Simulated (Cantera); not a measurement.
A closed system holds: 1 mol PbO, 98 mol H2, 3.9 mol H2O, equilibrated at 2198 K and 0.00133 bar.

These are equilibrium values from Cantera (NASA tables, ideal gas, pure condensed phases), not measurements of a reactor. Candidate condensed phases: H2O, Pb, PbO, PbO2, Pb3O4; 12 gas species. The numbers say what is thermodynamically allowed, not how fast it happens.

Base state: H2 0.809, H 0.137, H2O 0.0432, Pb 0.00904, OH 0.00102, O 0.000120 (mole fractions); condensed: gas only.

Task: What changes in the equilibrium state with this change: temperature from 2198 K to 873 K?

Result: 
```json
[
 {"species": "H2", "before": "0.809", "after": "0.951"},
 {"species": "H2O", "before": "0.0432", "after": "0.0481"},
 {"species": "Pb", "before": "0.00904", "after": "0.000477"},
 {"species": "H", "before": "0.137", "after": "1.25e-9"},
 {"species": "OH", "before": "0.00102", "after": "<1e-9"},
 {"species": "O", "before": "0.000120", "after": "<1e-9"},
 {"species": "Pb(l), mol", "before": "0", "after": "0.951"}
]
```

Task: What changes in the equilibrium state with this change: pressure from 0.00133 bar to 1.60 bar?

Result: 
```tsv
species	before	after
H2	0.809	0.939
H2O	0.0432	0.0475
Pb	0.00904	0.00969
H	0.137	0.00426
O	0.000120	9.51e-8
OH	0.00102	3.00e-5
```

Task: What changes in the equilibrium state with this change: H2O from 3.9 to 0.2 mol?

Result: 
| species | before | after |
|---|---|---|
| H2 | 0.809 | 0.840 |
| H | 0.137 | 0.140 |
| H2O | 0.0432 | 0.0110 |
| Pb | 0.00904 | 0.00937 |
| O | 0.000120 | 2.95e-5 |
| OH | 0.00102 | 0.000254 |
